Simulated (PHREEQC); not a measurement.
A column of 0.1 m (30 cells, dispersivity 0.0035 m, 60 s a shift, diffusion coefficient 3e-10 m²/s) holds 0.0043 eq of the database's cation exchanger X per kg of pore water, first in equilibrium with 0.0077 mol NH4Cl, 0.0023 mol MgSO4, 0.002 mol LiCl and 1e-05 mol HCl per kg of water. It is flushed with 0.0048 mol/kgw KBr and 1e-05 mol/kgw HCl, at 15 °C. Values are for the last cell. The system is closed to CO2. No solid was allowed to form.

Model: ion-association model, phreeqc.dat, run in PHREEQC.

| pore volumes | Br in solution (mol/kgw) | K in solution (mol/kgw) | S in solution (mol/kgw) | Li in solution (mol/kgw) | NH4 in solution (mol/kgw) | KX on the exchanger (mol/kgw) | NH4X on the exchanger (mol/kgw) |
|---|---|---|---|---|---|---|---|
| 0 | 0 | 0 | 0.00230 | 0.00200 | 0.00770 | 0 | 0.00130 |
| 0.15 | 0 | 0 | 0.00230 | 0.00200 | 0.00770 | 0 | 0.00130 |
| 0.4167 | 1.93e-6 | 9.98e-8 | 0.00230 | 0.00200 | 0.00770 | 2.19e-8 | 0.00130 |
| 0.55 | 7.03e-5 | 7.77e-6 | 0.00227 | 0.00198 | 0.00764 | 1.72e-6 | 0.00129 |
| 0.8167 | 0.00126 | 0.000288 | 0.00170 | 0.00153 | 0.00642 | 7.12e-5 | 0.00122 |
| 0.95 | 0.00228 | 0.000645 | 0.00121 | 0.00113 | 0.00521 | 0.000179 | 0.00111 |
| 1.217 | 0.00388 | 0.00157 | 0.000439 | 0.000462 | 0.00290 | 0.000549 | 0.000783 |
| 1.35 | 0.00431 | 0.00205 | 0.000235 | 0.000267 | 0.00205 | 0.000777 | 0.000602 |
| 1.483 | 0.00455 | 0.00250 | 0.000119 | 0.000147 | 0.00142 | 0.00100 | 0.000439 |
| 1.75 | 0.00474 | 0.00324 | 2.67e-5 | 4.00e-5 | 0.000631 | 0.00139 | 0.000209 |
| 1.883 | 0.00477 | 0.00351 | 1.21e-5 | 2.00e-5 | 0.000408 | 0.00155 | 0.000139 |
| 2.15 | 0.00480 | 0.00387 | 2.32e-6 | 4.74e-6 | 0.000164 | 0.00180 | 5.89e-5 |
| 2.283 | 0.00480 | 0.00399 | 9.94e-7 | 2.26e-6 | 0.000102 | 0.00190 | 3.77e-5 |
| 2.55 | 0.00480 | 0.00416 | 1.76e-7 | 5.00e-7 | 3.92e-5 | 0.00208 | 1.51e-5 |
| 2.683 | 0.00480 | 0.00422 | 7.28e-8 | 2.33e-7 | 2.41e-5 | 0.00216 | 9.53e-6 |
| 2.817 | 0.00480 | 0.00427 | 2.99e-8 | 1.08e-7 | 1.48e-5 | 0.00223 | 5.97e-6 |
| 3.083 | 0.00480 | 0.00435 | 4.97e-9 | 2.28e-8 | 5.55e-6 | 0.00236 | 2.33e-6 |
| 3.217 | 0.00480 | 0.00438 | 2.01e-9 | 1.04e-8 | 3.39e-6 | 0.00242 | 1.45e-6 |
| 3.483 | 0.00480 | 0.00443 | 3.25e-10 | 2.18e-9 | 1.27e-6 | 0.00253 | 5.59e-7 |
| 3.617 | 0.00480 | 0.00445 | 1.30e-10 | 9.91e-10 | 7.74e-7 | 0.00258 | 3.47e-7 |
| 3.883 | 0.00480 | 0.00449 | 2.07e-11 | 2.05e-10 | 2.89e-7 | 0.00267 | 1.33e-7 |
| 4.017 | 0.00480 | 0.00450 | 8.23e-12 | 9.30e-11 | 1.77e-7 | 0.00272 | 8.24e-8 |

Species that the database lacks are ignored.
